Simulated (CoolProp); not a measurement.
Computed with CoolProp (reference Helmholtz-energy equation of state, McLinden 2015).

Task: Give the vapour pressure (kPa), vapour density (kg/m³), enthalpy of vaporisation (kJ/kg) of saturated the fluoroketone C6F12O (FK-5-1-12) at 258.4, 372.4 K.

Result: 
```
T (K)  p (kPa)  vapour density (kg/m³)  enthalpy of vaporisation (kJ/kg)
-----  -------  ----------------------  --------------------------------
258.4     5.42                   0.804                               105
372.4      439                    54.8                              70.7
```
